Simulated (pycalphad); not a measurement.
An equivalent pycalphad script:

```python
from pycalphad import Database, equilibrium, calculate, variables as v
import numpy as np
db = Database('COST507.tdb')
comps = ['SN', 'SI', 'VA']
phases = ['BCT_A5', 'DIAMOND_A4', 'LIQUID']
eq = equilibrium(db, comps, phases, {v.X('SI'): 0.776, v.T: np.arange(2350, 499, -50), v.P: 101325, v.N: 1}, output=['HM', 'SM'])
```

CALPHAD calculation (pycalphad, COST 507 light-alloy database (1999)), 1 atm. These are 1990s assessments: newer ones move some temperatures and phases. Amounts are mole fractions of atoms.

Results at three of the temperatures:

```
T = 1750.00 K, P = 101325 Pa, N = 1 mol of atoms
G = -94723 J/mol, H = 84072 J/mol, S = 102.17 J/(mol K)  (SER reference)
chemical potentials (J/mol): Sn -160821, Si -75643
phase             fraction      x(Sn)      x(Si)
LIQUID              1.0000     0.2240     0.7760
```

```
T = 1500.00 K, P = 101325 Pa, N = 1 mol of atoms
G = -72662 J/mol, H = 36175 J/mol, S = 72.56 J/(mol K)  (SER reference)
chemical potentials (J/mol): Sn -127035, Si -56966
phase             fraction      x(Sn)      x(Si)
DIAMOND_A4          0.7325   2.83e-07     1.0000
LIQUID              0.2675     0.8372     0.1628
```

```
T = 550.00 K, P = 101325 Pa, N = 1 mol of atoms
G = -16433 J/mol, H = 7567 J/mol, S = 43.64 J/(mol K)  (SER reference)
chemical potentials (J/mol): Sn -31177, Si -12177
phase             fraction      x(Sn)      x(Si)
DIAMOND_A4          0.7760   2.48e-07     1.0000
LIQUID              0.2240     1.0000   1.68e-06
```

Changes of the phase set, refined by bisection:

```csv
T (K),phases above,phases below
1640.0,LIQUID,DIAMOND_A4 + LIQUID
505.0,DIAMOND_A4 + LIQUID,BCT_A5 + DIAMOND_A4
```

DIAMOND_A4 is diamond (Si); BCT_A5 is bct (Sn).
